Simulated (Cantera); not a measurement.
What does this Cantera script print?

```python
import numpy as np
import cantera as ct

gas_names = """
    NO H2O NH3 NbO2 H OH
""".split()
cond_names = """
    Nb(cr) Nb(L) Nb2O5(s) Nb2O5(L)
""".split()


# ... load() reads the species with a 1 bar reference pressure and builds the phases ...
species = {s.name: s for s in load("nasa_gas.yaml", gas_names) + load("nasa_condensed.yaml", cond_names)}
# Each term lists the table entries of one substance; the one whose range holds T is used.
reactions = {
    '2 NO(g) + 2 Nb + 3 H2O(g) = Nb2O5 + 2 NH3(g)':
        [(-2, ['NO']), (-2, ['Nb(cr)', 'Nb(L)']), (-3, ['H2O']), (1, ['Nb2O5(s)', 'Nb2O5(L)']), (2, ['NH3'])],
    'NbO2(g) + 2 H(g) = 2 OH(g) + Nb':
        [(-1, ['NbO2']), (-2, ['H']), (2, ['OH']), (1, ['Nb(cr)', 'Nb(L)'])],
}


def pick(names, T):
    return next(species[n] for n in names if species[n].thermo.min_temp <= T <= species[n].thermo.max_temp)


results = []
for label, terms in reactions.items():
    print(label)
    print("     T/K   dH/kJ  dS/(J/K)   dG/kJ   log10 K")
    for T in [300, 2748, 2798, 2848, 2898, 2948, 2998]:
        used = [(nu, pick(names, T)) for nu, names in terms]
        dH = sum(nu * s.thermo.h(T) for nu, s in used) / 1e6
        dS = sum(nu * s.thermo.s(T) for nu, s in used) / 1e3
        dG = dH - T * dS / 1e3
        logK = -dG * 1e6 / (ct.gas_constant * T * np.log(10))
        results.append((label, T, dH, dS, dG, logK, [s.name for _, s in used]))
        print(f"{T:8g} {dH:8.1f} {dS:8.1f} {dG:8.1f} {logK:8.2f}")
```

Output:

```
2 NO(g) + 2 Nb + 3 H2O(g) = Nb2O5 + 2 NH3(g)
     T/K   dH/kJ  dS/(J/K)   dG/kJ   log10 K
     300  -1448.5   -538.0  -1287.1   224.10
    2748  -1213.9   -394.3   -130.5     2.48
    2798  -1263.4   -412.3   -109.9     2.05
    2848  -1259.0   -410.7    -89.3     1.64
    2898  -1254.6   -409.2    -68.8     1.24
    2948  -1250.2   -407.7    -48.4     0.86
    2998  -1245.8   -406.2    -28.0     0.49
NbO2(g) + 2 H(g) = 2 OH(g) + Nb
     T/K   dH/kJ  dS/(J/K)   dG/kJ   log10 K
     300   -157.3    -98.4   -127.8    22.25
    2748   -157.7   -105.6    132.5    -2.52
    2798   -130.5    -95.7    137.3    -2.56
    2848   -130.1    -95.6    142.1    -2.61
    2898   -129.7    -95.4    146.8    -2.65
    2948   -129.3    -95.3    151.6    -2.69
    2998   -128.9    -95.2    156.4    -2.72
```

Standard-state values (1 bar) from the NASA 1993 polynomials, evaluated with Cantera. Condensed species are held in their standard states even where they would react or evaporate.
